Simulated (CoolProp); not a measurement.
Vapour-liquid equilibrium of n-octane (1) + p-xylene (2) at 328.7 K; x and y are mole fractions of (1).

Values from CoolProp's multi-fluid Helmholtz-energy mixture model, Beckmüller 2019 and Zhou 2012; pair parameters Bell 2016.

Q: Give the bubble pressure and the first vapour's composition at x = 0.35, 0.5, 0.8. Is there an azeotrope?

A: x = 0.35: 0.007239 MPa, y = 0.470; x = 0.5: 0.007676 MPa, y = 0.600; x = 0.8: 0.008326 MPa, y = 0.836. No azeotrope shows between x = 0.05 and 0.95.

The pair parameters rest on a limited set of measurements; away from them the model extrapolates.
